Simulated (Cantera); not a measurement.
Cantera run:

```python
import numpy as np
import cantera as ct

gas_names = """
    C CN CO CO2 C2 CCN CNC C2N2 C2O C3 C3O2 C4 C4N2 C5 Fe FeC5O5 FeO N NCO NO NO2 NO3 N2 N2O O O2 O3
""".split()
cond_names = """
    C(gr) Fe(a) Fe(c) Fe(d) Fe(L) FeC5O5(L) FeO(s) FeO(L) Fe2O3(s) Fe3O4(s)
""".split()


# ... load() reads the species with a 1 bar reference pressure and builds the phases ...
atoms = {
    'Fe3O4': {'Fe': 3, 'O': 4},
    'CO': {'C': 1, 'O': 1},
    'N2': {'N': 2},
}
top_T = {'C(gr)': 4500, 'Fe2O3(s)': 1830, 'Fe3O4(s)': 1870}  # K; cautious upper limits of use, not melting points


# ... equilibrate(T, P, feed) seeds the gas with the atoms and calls Mixture.equilibrate('TP', solver="vcs", rtol=1e-11, max_steps=5000) ...
results = []
feed = {'Fe3O4': 1, 'CO': 17, 'N2': 0.75}  # mol
P = 1333.22  # Pa
for T in [1798, 1823, 1848, 1873, 1898, 1923, 1948, 1973, 1998, 2023, 2048, 2073]:
    mix = equilibrate(T, P, feed)
    results.append((T, P, feed, dict(zip(mix.species_names, mix.species_moles))))

top = {s: max(r[3][s] / sum(r[3][g] for g in gas_names) for r in results) for s in gas_names}
cols = sorted((s for s in top if top[s] > 0.0001), key=lambda s: -top[s])[:5]
seen = [c for c in cond_names if any(r[3].get(c, 0) > 1e-12 for r in results)]
print("log10 of partial pressures in bar; condensed amounts in mol")
print(f"{'T/K':>10s}" + "".join(f"{s[:9]:>10s}" for s in cols + seen))
for T, P, feed, n in results:
    ng = sum(n[g] for g in gas_names)
    print(f"{T:10.4g}" + "".join(f"{np.log10(max(n[s] / ng * P / 1e5, 1e-99)):10.3f}" for s in cols)
          + "".join(f"{n.get(c, 0):10.4g}" for c in seen))
```

Output:

```
log10 of partial pressures in bar; condensed amounts in mol
       T/K        CO       CO2        Fe        N2       FeO     Fe(d)     Fe(L)    FeO(L)
      1798    -1.944    -2.866    -4.543    -3.250    -6.820    0.7767         0     2.185
      1823    -1.943    -2.877    -4.390    -3.251    -6.635         0    0.7189     2.226
      1848    -1.943    -2.885    -4.244    -3.251    -6.456         0    0.6659     2.257
      1873    -1.943    -2.893    -4.102    -3.252    -6.281         0    0.6065     2.287
      1898    -1.943    -2.902    -3.964    -3.253    -6.112         0     0.538     2.315
      1923    -1.943    -2.910    -3.830    -3.254    -5.947         0    0.4573     2.342
      1948    -1.944    -2.919    -3.699    -3.256    -5.787         0    0.3601     2.367
      1973    -1.946    -2.928    -3.572    -3.258    -5.631         0    0.2411     2.391
      1998    -1.948    -2.937    -3.448    -3.261    -5.479         0   0.09356     2.414
      2023    -1.952    -2.930    -3.346    -3.264    -5.331         0         0     2.372
      2048    -1.959    -2.901    -3.271    -3.267    -5.187         0         0     2.247
      2073    -1.966    -2.871    -3.200    -3.271    -5.046         0         0     2.105
```

Cantera equilibrium calculation (NASA polynomials, part measured and part estimated; ideal gas, pure solids and liquids). Each liquid is taken as pure. Mutual solubility and eutectic melting of coexisting phases are not modelled. The tables' stoichiometric FeO is somewhat more stable than real wüstite, so its field is too wide. FeO: taken at fixed stoichiometry.
